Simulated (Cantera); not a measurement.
Input: 1 mol CH3OH, 0.38 mol H2O, 16 mol N2, held at 1.00 bar.

These are equilibrium values from Cantera (NASA tables, ideal gas, pure condensed phases), not measurements of a reactor. Candidate condensed phases: C, C6H6, C7H8, C8H18, H2O; 136 gas species. Kinetics and transport are ignored.

Q: Which condensed phases are stable at each of these points (T (°C)): 575, 675, 775, 875, 975, 1075, 1175, 1275, 1375, 1475, 1575?

A: 
```csv
T (°C),condensed phases,C condensed (%)
575,C(graphite),12.8
675,gas only,0.0
775,gas only,0.0
875,gas only,0.0
975,gas only,0.0
1075,gas only,0.0
1175,gas only,0.0
1275,gas only,0.0
1375,gas only,0.0
1475,gas only,0.0
1575,gas only,0.0
```

At 575 °C the condensed part is C(graphite). From 675 °C to 1575 °C nothing is condensed.
